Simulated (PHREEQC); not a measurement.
**Spent oxide etchant: an equilibrium model**

Dissolve 0.096 mol NH4HF2, 0.00017 mol H2SiF6, 0.22 mol H3PO4 and 0.025 mol HCl per kg of water at 23 °C. Closed to the air; pH follows from the charge balance.

The numbers come from PHREEQC with the ion-association model, phreeqc.dat.

Each row changes one thing in this solution. This is a speciation only: nothing precipitates in the calculation.

```
case                                          pH  ionic strength (mol/kgw)  HF (mol/kgw)  H3PO4 (mol/kgw)  H2PO4- (mol/kgw)  F- (mol/kgw)
------------------------------------------  ----  ------------------------  ------------  ---------------  ----------------  ------------
as made                                     1.76                     0.117         0.171            0.144            0.0764       0.00936
diluted 10-fold with water                  2.19                    0.0168        0.0169          0.00991            0.0121       0.00206
diluted 100-fold with water                 2.79                   0.00266       0.00132         0.000395           0.00180      0.000600
H2SiF6 left out                             1.76                     0.117         0.171            0.143            0.0766       0.00939
H2SiF6 replaced by KF at the same molality  1.77                     0.117         0.171            0.143            0.0766       0.00942
temperature from 23 to 40 °C                1.83                     0.114         0.172            0.145            0.0747       0.00812
H3PO4 from 0.22 to 0.11 mol/kgw             2.05                     0.107         0.156           0.0545            0.0555        0.0164
HCl from 0.025 to 0.25 mol/kgw              0.87                     0.268         0.188            0.205            0.0153       0.00150
```

At this temperature some constants are extrapolated from 25 °C, and those without enthalpy data are left unchanged. SiF6-2 is the database's only silicon fluoride.
